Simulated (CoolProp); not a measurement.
The numbers come from the reference Helmholtz-energy equation of state, Guder 2009 in CoolProp.

Problem. For sulfur hexafluoride, give the phase and the cp (kJ/(kg K)), speed of sound (m/s), viscosity (µPa s), Prandtl number at 428.4 K and 0.154 MPa; 561.7 K and 12.1 MPa.

Solution. 
- 428.4 K and 0.154 MPa: gas; cp 0.827, speed of sound 161, viscosity 20.9, Prandtl number 0.762
- 561.7 K and 12.1 MPa: supercritical; cp 1.00, speed of sound 190, viscosity 34.5, Prandtl number 0.798

Viscosity comes from a separate model (Quiñones-Cisneros 2012). Thermal conductivity comes from a separate model (Assael 2012).
